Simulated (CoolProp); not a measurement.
Properties of isobutene at several states (Tc = 418.1 K, pc = 4.016 MPa, ω = 0.193).

The numbers come from the reference Helmholtz-energy equation of state, Lemmon 2005 in CoolProp. It is a short technical equation, of lower accuracy than the large ones.

```csv
T (K),p (MPa),phase,cp (kJ/(kg K)),expansivity (1/kK)
304.7,0.851,liquid,2.409,2.226
225.2,0.0429,liquid,2.076,1.573
149.7,3.08,liquid,1.914,1.354
```
